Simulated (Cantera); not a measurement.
What does this Cantera script print?

```python
import numpy as np
import cantera as ct

gas_names = """
    Fe H H2 H2S N NH NH2 NH3 N2 N2H2 N2H4 S SH SN S2 S8
""".split()
cond_names = """
    Fe(a) Fe(c) Fe(d) Fe(L) FeS(a) FeS(b) FeS(c) FeS(L) FeS2(s) S(cr1) S(cr2) S(L)
""".split()


def load(file, names, dense=False):
    # The tables refer to 1 bar. Condensed volumes are neglected.
    table = {s.name: s for s in ct.Species.list_from_file(file)}
    out = []
    for n in names:
        d = dict(table[n].input_data)
        d["thermo"] = dict(d["thermo"], **{"reference-pressure": 1e5})
        if dense:
            d["equation-of-state"] = {"model": "constant-volume", "density": "1e6 g/cm^3"}
        out.append(ct.Species.from_dict(d))
    return out


gas = ct.Solution(thermo="ideal-gas", species=load("nasa_gas.yaml", gas_names))
cond = {s.name: ct.Solution(thermo="fixed-stoichiometry", species=[s], name=s.name)
        for s in load("nasa_condensed.yaml", cond_names, dense=True)}
atoms = {
    'FeS2': {'Fe': 1, 'S': 2},
    'H2': {'H': 2},
    'N2': {'N': 2},
}
top_T = {'FeS2(s)': 1010}  # K; cautious upper limits of use, not melting points


def equilibrate(T, P, feed):
    n = {}
    for name, mol in feed.items():
        for a, k in atoms[name].items():
            n[a] = n.get(a, 0.0) + k * mol
    gas.TPX = T, P, n
    mass = sum(n.values()) * gas.mean_molecular_weight
    gas.equilibrate("TP")
    valid = [c for c in cond.values() if c.min_temp <= T <= top_T.get(c.name, c.max_temp)]
    mix = ct.Mixture([(gas, mass / gas.mean_molecular_weight)] + [(c, 0.0) for c in valid])
    mix.T, mix.P = T, P
    mix.equilibrate("TP", solver="vcs", rtol=1e-11, max_steps=5000)
    return mix


results = []
feed = {'FeS2': 1, 'H2': 0.4, 'N2': 9.2}  # mol
P = 210000  # Pa
for T in [1248, 1298, 1348, 1398, 1448, 1498, 1548, 1598, 1648, 1698, 1748, 1798]:
    mix = equilibrate(T, P, feed)
    results.append((T, P, feed, dict(zip(mix.species_names, mix.species_moles))))

top = {s: max(r[3][s] / sum(r[3][g] for g in gas_names) for r in results) for s in gas_names}
cols = sorted((s for s in top if top[s] > 0.001), key=lambda s: -top[s])[:9]
seen = [c for c in cond_names if any(r[3].get(c, 0) > 1e-12 for r in results)]
print("log10 of partial pressures in bar; condensed amounts in mol")
print(f"{'T/K':>10s}" + "".join(f"{s[:9]:>10s}" for s in cols + seen))
for T, P, feed, n in results:
    ng = sum(n[g] for g in gas_names)
    print(f"{T:10.4g}" + "".join(f"{np.log10(max(n[s] / ng * P / 1e5, 1e-99)):10.3f}" for s in cols)
          + "".join(f"{n.get(c, 0):10.4g}" for c in seen))
```

Result:

```
log10 of partial pressures in bar; condensed amounts in mol
       T/K        N2        S2       H2S        H2        SH    FeS(c)    FeS(L)
      1248     0.289    -1.146    -1.166    -1.790    -3.781         1         0
      1298     0.288    -1.133    -1.197    -1.682    -3.600         1         0
      1348     0.288    -1.119    -1.233    -1.590    -3.437         1         0
      1398     0.287    -1.106    -1.274    -1.512    -3.288         1         0
      1448     0.287    -1.093    -1.319    -1.446    -3.153         1         0
      1498     0.286    -1.081    -1.367    -1.391    -3.030         0         1
      1548     0.286    -1.070    -1.418    -1.346    -2.918         0         1
      1598     0.285    -1.060    -1.471    -1.308    -2.816         0         1
      1648     0.285    -1.052    -1.525    -1.276    -2.722         0         1
      1698     0.284    -1.045    -1.580    -1.250    -2.637         0         1
      1748     0.284    -1.039    -1.636    -1.229    -2.558         0         1
      1798     0.284    -1.034    -1.691    -1.211    -2.485         0         1
```

Equilibrium computed with Cantera from the NASA thermochemical tables; the gas is ideal and each condensed phase is pure. FeS: taken at fixed stoichiometry. Gases not in the tables: S3 to S7.
